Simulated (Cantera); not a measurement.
# Thermodynamics of carbothermic reduction, feed Fe₂O₃ + C + N₂

Charge: 1 mol Fe₂O₃, 4.4 mol C, 0.32 mol N₂, held at 1700 K.

Cantera equilibrium calculation (NASA polynomials, part measured and part estimated; ideal gas, pure solids and liquids). Candidate condensed phases: C, Fe, Fe(CO)₅, FeO, Fe₂O₃, Fe₃O₄; 27 gas species. Iron dissolves carbon and melts from about 1420 K in contact with it, which pure phases cannot show. Condensed phases not in the tables: cementite and carbon dissolved in iron. Rates play no part.

From 10.0 Pa to 1000000 Pa the condensed part is C(graphite) + Fe(δ). The main Fe-bearing gas is Fe throughout.

| P (Pa) | x CO | x N₂ | x Fe | x CO₂ | x CN | n C(graphite) | n Fe(δ) |
|---|---|---|---|---|---|---|---|
| 10 | 0.847 | 0.0903 | 0.0629 | 1.01e-8 | 1.68e-7 | 1.40 | 1.78 |
| 52 | 0.893 | 0.0952 | 0.0121 | 5.85e-8 | 7.56e-8 | 1.40 | 1.96 |
| 270 | 0.902 | 0.0962 | 0.00233 | 3.10e-7 | 3.33e-8 | 1.40 | 1.99 |
| 1400 | 0.903 | 0.0963 | 0.000449 | 1.61e-6 | 1.47e-8 | 1.40 | 2.00 |
| 7200 | 0.904 | 0.0964 | 8.74e-5 | 8.30e-6 | 6.46e-9 | 1.40 | 2.00 |
| 37000 | 0.904 | 0.0964 | 1.70e-5 | 4.26e-5 | 2.85e-9 | 1.40 | 2.00 |
| 190000 | 0.903 | 0.0964 | 3.31e-6 | 0.000219 | 1.26e-9 | 1.40 | 2.00 |
| 1000000 | 0.902 | 0.0965 | 6.29e-7 | 0.00115 | 5.49e-10 | 1.40 | 2.00 |
x: gas mole fraction; n: condensed amount in mol.
